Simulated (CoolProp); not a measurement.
Vapour-liquid equilibrium of CF4 (R14) (1) + R13 (2) at 147.8 K; x and y are mole fractions of (1).

Model: multi-fluid Helmholtz-energy mixture model, Platzer 1990 and Platzer 1990; pair parameters Bell 2016, in CoolProp. This equation is an older, rougher fit; its heat capacities, sound speeds and derivatives of the liquid may be far off and weren't checked against measurements.

Question: Give the bubble pressure and the first vapour's composition at x = 0.65, 0.75, 0.95. Is there an azeotrope?

Answer: x = 0.65: 86.06 kPa, y = 0.977; x = 0.75: 95.57 kPa, y = 0.984; x = 0.95: 116.2 kPa, y = 0.997. No azeotrope shows between x = 0.05 and 0.95.

The pair parameters rest on a limited set of measurements; away from them the model extrapolates.
